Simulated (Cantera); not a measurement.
An isothermal, constant-pressure homogeneous reactor starts with 2.66 % H₂, 6.49 % O₂, 90.9 % N₂, equivalence ratio 0.20, at 1148 K and 100.0 Torr.

Cantera simulation using the H2/O2 subset of GRI-Mech 3.0, which has no nitrogen chemistry; the numbers are that mechanism's predictions, not measurements.

x: mole fraction; the columns are a selection and need not sum to one.

| t (s) | x H₂ | x O₂ | x O | x H₂O | x HO₂ | x H₂O₂ |
|---|---|---|---|---|---|---|
| 5.00e-6 | 0.0266 | 0.0649 | <1e-12 | <1e-12 | 2.84e-11 | <1e-12 |
| 1.36e-5 | 0.0266 | 0.0649 | 5.65e-12 | 1.74e-12 | 7.73e-11 | <1e-12 |
| 3.69e-5 | 0.0266 | 0.0649 | 3.62e-11 | 2.66e-11 | 2.11e-10 | <1e-12 |
| 0.000100 | 0.0266 | 0.0649 | 2.31e-10 | 3.70e-10 | 5.84e-10 | <1e-12 |
| 0.000273 | 0.0266 | 0.0649 | 2.69e-9 | 7.82e-9 | 1.80e-9 | 2.98e-12 |
| 0.000741 | 0.0266 | 0.0649 | 5.97e-7 | 2.05e-6 | 6.80e-8 | 9.32e-11 |
| 0.00202 | 0.00272 | 0.0526 | 0.00482 | 0.0190 | 3.48e-6 | 2.48e-7 |
| 0.00548 | 0.000608 | 0.0518 | 0.00173 | 0.0252 | 3.15e-6 | 2.48e-7 |
| 0.0149 | 8.70e-5 | 0.0522 | 0.000233 | 0.0267 | 1.87e-6 | (withheld) |
| 0.0405 | 9.44e-6 | 0.0523 | 2.53e-5 | 0.0269 | 5.14e-7 | (withheld) |
| 0.110 | 1.32e-6 | 0.0523 | 3.94e-6 | 0.0270 | 1.08e-7 | (withheld) |
| 0.299 | 2.64e-7 | 0.0523 | 8.82e-7 | 0.0270 | 2.63e-8 | (withheld) |
| 0.812 | 6.91e-8 | 0.0523 | 2.48e-7 | 0.0270 | 7.63e-9 | (withheld) |
| 2.21 | 2.12e-8 | 0.0523 | 7.91e-8 | 0.0270 | 2.58e-9 | 4.88e-10 |
| 6.00 | 7.20e-9 | 0.0523 | 2.74e-8 | 0.0270 | 1.13e-9 | 1.75e-10 |

**Question.** Some entries are withheld; supply them.

**Answer.** 
- 0.0149, x H₂O₂: 1.84e-7
- 0.0405, x H₂O₂: 6.29e-8
- 0.110, x H₂O₂: 1.65e-8
- 0.299, x H₂O₂: 4.63e-9
- 0.812, x H₂O₂: 1.45e-9
